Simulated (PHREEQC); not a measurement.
Leach liquor: speciation

Dissolve 0.14 mol/kgw H2SO4, 0.00042 mol/kgw Al2(SO4)3 and 5.2e-05 mol/kgw MnSO4 at 25 °C. Closed to the air; pH follows from the charge balance.

The numbers come from PHREEQC with the ion-association model, wateq4f.dat.

Each row changes one thing in this solution. No solid was allowed to form.

```
case                                            pH  ionic strength (mol/kgw)  HSO4- (mol/kgw)  SO4-2 (mol/kgw)  AlSO4+ (mol/kgw)  Al+3 (mol/kgw)  SI of Gibbsite (Al(OH)3)  SI of Boehmite (AlOOH)
--------------------------------------------  ----  ------------------------  ---------------  ---------------  ----------------  --------------  ------------------------  ----------------------
as made                                       0.89                     0.187            0.118           0.0228          0.000562        0.000142                    -10.18                  -10.65
MnSO4 from 5.2e-05 to 5.2e-06 mol/kgw         0.89                     0.187            0.118           0.0228          0.000562        0.000142                    -10.18                  -10.65
H2SO4 left out                                4.28                   0.00368          3.60e-6         0.000849          0.000437        0.000340                     +1.02                   +0.54
temperature from 25 to 80 °C                  0.94                     0.156            0.133          0.00737          0.000512      (withheld)                     -7.22                   -7.08
H2SO4 from 0.14 to 0.07 mol/kgw               1.15                     0.104       (withheld)           0.0165          0.000585        0.000135                     -9.29                   -9.76
H2SO4 replaced by CdSO4 at the same molality  4.85                (withheld)          2.09e-5           0.0401          0.000532         9.44e-5                     +1.47                   +1.00
MnSO4 left out                                0.89                     0.187            0.118           0.0228          0.000562        0.000142                    -10.18                  -10.65
```

Fill in the missing entries.


- temperature from 25 to 80 °C, Al+3 (mol/kgw): 0.000257
- H2SO4 from 0.14 to 0.07 mol/kgw, HSO4- (mol/kgw): 0.0540
- H2SO4 replaced by CdSO4 at the same molality, ionic strength (mol/kgw): 0.252

Some of these states are supersaturated (in Basaluminite, Gibbsite (slow to form), Boehmite (slow to form), for instance). At this temperature some constants are extrapolated from 25 °C, and those without enthalpy data are left unchanged.
